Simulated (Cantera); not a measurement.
# SO2 (abatement and gas-phase synthesis)

Input: 1 mol SO2, held at 2525 K and 280 bar.

These are equilibrium values from Cantera (NASA tables, ideal gas, pure condensed phases), not measurements of a reactor. Candidate condensed phases: S; 10 gas species. The ideal-gas law is rough above about 30 bar. Kinetics and transport are ignored.

- x(SO2): 0.988
- x(SO): 0.00709
- x(O2): 0.00286
- x(SO3): 0.00156
- x(O): 5.24e-5
- x(S2O): 5.07e-5
- x(S2): 1.90e-5
- x(S): 1.27e-5
- gas amount: 1.003 mol
- log10 activity of S(l) (absent): -2.91
